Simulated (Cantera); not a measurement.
Input (Python, Cantera):

```python
import numpy as np
import cantera as ct

gas = ct.Solution("gri30.yaml")
gas.TPX = 1325, 1333, {'N2O': 1, 'H2': 0.05, 'N2': 1.6, 'H2O': 0.0042}
reactor = ct.IdealGasConstPressureReactor(gas, energy="off", clone=False)
net = ct.ReactorNet([reactor])
net.rtol, net.atol = 1e-08, 1e-18
show = ['N2O', 'H2', 'NO', 'O2', 'H2O', 'HO2']
times = np.geomspace(0.0008, 100, 10)

steps = ct.SolutionArray(gas, extra=["t"])
rows = []
print(f"{'t/s':>10s}{'T/K':>9s}{'P/Pa':>11s}" + "".join(f"{s:>11s}" for s in show))
for t in times:
    while net.time < t:
        t_next = net.step()
        steps.append(gas.state, t=t_next)
    rows.append([np.interp(t, steps.t, y) for y in (steps.T, steps.P, *steps(*show).X.T)])
    print(f"{t:10.3e}{rows[-1][0]:9.1f}{rows[-1][1]:11.4g}" + "".join(f"{x:11.3e}" for x in rows[-1][2:]))
rate = np.gradient(steps.T, steps.t)
print("integrator steps:", len(steps.t))
if steps.T.max() > steps.T[0] + 200:
    print(f"time of steepest temperature rise: {steps.t[rate.argmax()]:.4e} s")
gas.TPX = 1325, 1333, {'N2O': 1, 'H2': 0.05, 'N2': 1.6, 'H2O': 0.0042}
gas.equilibrate("TP")
print(f"equilibrium (TP): T = {gas.T:.1f} K  " + "  ".join(f"{s} {gas[s].X[0]:.3e}" for s in show))
```

Output:

```
       t/s      T/K       P/Pa        N2O         H2         NO         O2        H2O        HO2
 8.000e-04   1325.0       1333  3.767e-01  1.882e-02  1.338e-06  2.186e-06  1.595e-03  5.377e-08
 2.947e-03   1325.0       1333  3.764e-01  1.858e-02  1.332e-05  1.120e-05  1.821e-03  8.930e-07
 1.086e-02   1325.0       1333  3.738e-01  1.618e-02  1.046e-04  5.355e-05  4.153e-03  3.182e-06
 4.000e-02   1325.0       1333  3.629e-01  6.217e-03  4.004e-04  3.156e-04  1.409e-02  4.388e-06
 1.474e-01   1325.0       1333  3.535e-01  3.627e-04  8.629e-04  1.554e-03  1.997e-02  3.676e-06
 5.429e-01   1325.0       1333  3.406e-01  6.528e-07  2.265e-03  6.080e-03  2.025e-02  2.209e-06
 2.000e+00   1325.0       1333  2.989e-01  2.920e-07  7.073e-03  2.131e-02  1.988e-02  9.331e-07
 7.368e+00   1325.0       1333  1.884e-01  3.239e-07  1.974e-02  6.190e-02  1.893e-02  2.430e-07
 2.714e+01   1325.0       1333  3.911e-02  4.731e-07  3.635e-02  1.170e-01  1.763e-02  2.890e-08
 1.000e+02   1325.0       1333  3.763e-04  1.519e-07  4.024e-02  1.315e-01  1.731e-02  3.784e-09
integrator steps: 2094
equilibrium (TP): T = 1325.0 K  N2O 3.163e-09  H2 5.201e-08  NO 4.072e-04  O2 1.516e-01  H2O 1.731e-02  HO2 5.232e-09
```

Cantera simulation using GRI-Mech 3.0 (53 species, 325 reactions); the numbers are that mechanism's predictions, not measurements. GRI-Mech 3.0 was tuned for natural gas; its chemistry of N2O as a main component is partial and can be far from experiment. Radical loss at walls, strong at low pressure, is not modelled. The mechanism lacks the step 2 NO + O2 → 2 NO2, which can matter for NO2 below about 1400 K. The temperature is held fixed by assumption; the heat of reaction is taken as removed at once.
